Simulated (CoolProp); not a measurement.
R124 at several states: fugacity coefficient from the reference equation and from simpler models built on Tc = 395.4 K, pc = 3624 kPa, ω = 0.288; each cubic takes its own stable root.

Computed with CoolProp (reference Helmholtz-energy equation of state, de Vries 1995).

```
T (K)  p (kPa)   phase  reference  van der Waals  Redlich-Kwong  Soave-Redlich-Kwong  Peng-Robinson
-----  -------  ------  ---------  -------------  -------------  -------------------  -------------
132.9     14.2  liquid   3.705e-5         0.2688      0.0002808             4.263e-5       5.936e-5
234.7     5360  liquid   0.006698        0.07375        0.01571             0.006819       0.006791
311.1     1320  liquid     0.3843         0.7939         0.5253               0.3924         0.3840
275.7     35.8     gas     0.9881         0.9932         0.9908               0.9897         0.9892
214       21.7  liquid     0.3777         0.9928         0.9891               0.3757         0.3956
214       30.4  liquid     0.2697         0.9899         0.7480               0.2683         0.2825
```

At some of these states van der Waals, Redlich-Kwong gives the other phase, because its saturation line lies elsewhere.
